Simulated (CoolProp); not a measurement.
Isobutene along the isobar 0.351 MPa: density (kg/m³) from the reference equation and from simpler models built on Tc = 144.9 °C, pc = 4.016 MPa, ω = 0.193; each cubic takes its own stable root.

Model: reference Helmholtz-energy equation of state, Lemmon 2005, in CoolProp. It is a short technical equation, of lower accuracy than the large ones.

```
T (°C)  phase  reference
------  -----  ---------
110.05    gas      6.450
116.35    gas      6.330
122.75    gas      6.214
129.15    gas      6.103
135.45    gas      5.998
141.85    gas      5.895
148.25    gas      5.796
154.55    gas      5.702
160.95    gas      5.609
167.35    gas      5.520
```

Q: How far does each simpler model (Soave-Redlich-Kwong, Peng-Robinson) lie from the reference over these 10 states: mean and median of the absolute difference, and the worst?

A: 
- Soave-Redlich-Kwong: mean 0.1 %, median 0.1 %, worst -0.1 % at 110.05 °C and 0.351 MPa
- Peng-Robinson: mean 0.3 %, median 0.3 %, worst +0.3 % at 141.85 °C and 0.351 MPa
